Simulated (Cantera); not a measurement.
A perfectly stirred reactor is fed with 13.1 % H2, 15.2 % O2, 71.7 % N2, equivalence ratio 0.43, at 59000 Pa; it is adiabatic with a 525 K inlet, and is followed from long to short residence time, starting on the burning branch (τ in s: 0.033, 0.015, 0.0068, 0.0031, 0.0014, 0.00063, 0.00028, 0.00013, 5.8e-05, 2.6e-05, 1.2e-05, 5.3e-06).

Model: GRI-Mech 3.0 (53 species, 325 reactions), integrated in Cantera.

x: mole fraction; the columns are a selection and need not sum to one.

```json
[
 {"τ (s)": "0.033", "T (K)": "1516", "x H2": "0.000453", "x O2": "0.0922", "x HO2": "6.58e-6", "x O": "0.000430", "x H2O2": "3.44e-7", "x H": "0.000109", "x N2O": "4.91e-7"},
 {"τ (s)": "0.015", "T (K)": "1509", "x H2": "?", "x O2": "0.0921", "x HO2": "?", "x O": "?", "x H2O2": "?", "x H": "?", "x N2O": "?"},
 {"τ (s)": "0.0068", "T (K)": "1498", "x H2": "?", "x O2": "0.0920", "x HO2": "?", "x O": "?", "x H2O2": "?", "x H": "?", "x N2O": "?"},
 {"τ (s)": "0.0031", "T (K)": "1480", "x H2": "0.00207", "x O2": "0.0919", "x HO2": "1.82e-5", "x O": "0.00190", "x H2O2": "9.39e-7", "x H": "0.00108", "x N2O": "2.63e-7"},
 {"τ (s)": "0.0014", "T (K)": "1450", "x H2": "0.00340", "x O2": "0.0920", "x HO2": "2.33e-5", "x O": "0.00294", "x H2O2": "1.36e-6", "x H": "0.00219", "x N2O": "2.04e-7"},
 {"τ (s)": "0.00063", "T (K)": "1404", "x H2": "0.00560", "x O2": "0.0926", "x HO2": "2.89e-5", "x O": "0.00422", "x H2O2": "2.05e-6", "x H": "0.00422", "x N2O": "1.52e-7"},
 {"τ (s)": "0.00028", "T (K)": "1334", "x H2": "0.00979", "x O2": "0.0944", "x HO2": "3.59e-5", "x O": "0.00536", "x H2O2": "3.19e-6", "x H": "0.00750", "x N2O": "1.04e-7"},
 {"τ (s)": "0.00013", "T (K)": "1229", "x H2": "0.0199", "x O2": "0.0999", "x HO2": "4.63e-5", "x O": "0.00518", "x H2O2": "4.68e-6", "x H": "0.0110", "x N2O": "5.57e-8"},
 {"τ (s)": "5.8e-5", "T (K)": "525", "x H2": "0.131", "x O2": "0.152", "x HO2": "<1e-12", "x O": "<1e-12", "x H2O2": "<1e-12", "x H": "<1e-12", "x N2O": "<1e-12"},
 {"τ (s)": "2.6e-5", "T (K)": "525", "x H2": "0.131", "x O2": "0.152", "x HO2": "<1e-12", "x O": "<1e-12", "x H2O2": "<1e-12", "x H": "<1e-12", "x N2O": "<1e-12"},
 {"τ (s)": "1.2e-5", "T (K)": "525", "x H2": "0.131", "x O2": "0.152", "x HO2": "<1e-12", "x O": "<1e-12", "x H2O2": "<1e-12", "x H": "<1e-12", "x N2O": "<1e-12"},
 {"τ (s)": "5.3e-6", "T (K)": "525", "x H2": "0.131", "x O2": "0.152", "x HO2": "<1e-12", "x O": "<1e-12", "x H2O2": "<1e-12", "x H": "<1e-12", "x N2O": "<1e-12"}
]
```

### Question
What belongs in the gaps?

### Answer

- 0.015, x H2: 0.000758
- 0.015, x HO2: 9.68e-6
- 0.015, x O: 0.000720
- 0.015, x H2O2: 4.78e-7
- 0.015, x H: 0.000238
- 0.015, x N2O: 4.10e-7
- 0.0068, x H2: 0.00126
- 0.0068, x HO2: 1.36e-5
- 0.0068, x O: 0.00119
- 0.0068, x H2O2: 6.67e-7
- 0.0068, x H: 0.000513
- 0.0068, x N2O: 3.32e-7
